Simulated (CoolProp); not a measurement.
Vapour-liquid equilibrium of R227EA (1) + isobutane (2) at 259.4 K; x and y are mole fractions of (1).

Computed with CoolProp (multi-fluid Helmholtz-energy mixture model, Lemmon 2016 and Bücker 2006; pair parameters Bell 2016).

```
x     bubble pressure, mixture model (MPa)  bubble pressure, Raoult's law (MPa)  y, mixture model  y, Raoult's law
----  ------------------------------------  -----------------------------------  ----------------  ---------------
0.05                                0.1147                              0.09460             0.214            0.060
0.15                                0.1382                              0.09656             0.390            0.176
0.25                                0.1484                              0.09851             0.461            0.287
0.35                                0.1527                               0.1005             0.497            0.394
0.45                                0.1545                               0.1024             0.522            0.497
0.55                                0.1550                               0.1044             0.545            0.596
0.65                                0.1541                               0.1063             0.575            0.692
0.75                                0.1508                               0.1083             0.622            0.784
0.85                                0.1427                               0.1102             0.703            0.873
0.95                                0.1262                               0.1122             0.860            0.958
```

The largest gap from Raoult's law is +51.9 % in bubble pressure, at x = 0.35. y crosses x between x = 0.45 and 0.55: the model has an azeotrope there.

Pair parameters are fitted to limited data, so mixtures are less certain than the pure fluids. With so large a gap from Raoult's law the liquid may split in two, which this calculation doesn't test in full.
